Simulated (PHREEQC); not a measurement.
Consider water at 70 °C with 0.11 mol CaCl2, 4.8e-06 mol CO2 and 0.0054 mol NaCl per kg of water. Closed to the air; pH follows from the charge balance.

Equilibrium calculation in PHREEQC: ion-association model, wateq4f.dat.

| quantity | before | after |
|---|---|---|
| pH | 5.79 | 6.18 |
| CO2 (mol/kgw) | 2.83e-6 | 4.59e-7 |
| HCO3- (mol/kgw) | 1.32e-6 | 4.31e-7 |
| NaHCO3 (mol/kgw) | 1.81e-9 | 1.62e-10 |
| CO3-2 (mol/kgw) | 1.80e-10 | 9.48e-11 |
| SI of Halite (NaCl) | -4.93 | -6.19 |
| SI of Nahcolite (NaHCO3) | -8.27 | -9.34 |

Q: Name the change that produced these shifts.
A) CaCl2 from 0.11 to 0.165 mol/kgw
B) diluted 5-fold with water
C) diluted 2-fold with water
D) NaCl from 0.0054 to 0.027 mol/kgw
E) CaCl2 replaced by MgCl2 at the same molality

A: B, diluted 5-fold with water

Precipitation was switched off in this run. Away from 25 °C the constants follow the database's enthalpies or fits; those with neither stay at their 25 °C values.
